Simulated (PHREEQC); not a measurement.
Dissolve 43 mmol/kgw KHCO3, 52 mmol/kgw Na2SO4 and 46 mmol/kgw NaCl at 20 °C. Closed to the air; pH follows from the charge balance.

All values are PHREEQC results (ion-association model, wateq4f.dat), not measurements.

Q: The ionic strength comes out as 0.222 mol/kgw. What activity coefficients do NaSO4-, CO3-2, HCO3-, KSO4-, Cl- get?

A: NaSO4- 0.74, CO3-2 0.30, HCO3- 0.74, KSO4- 0.74, Cl- 0.71.

This is a speciation only: nothing precipitates in the calculation. Complexes and solids missing from the database can't appear.
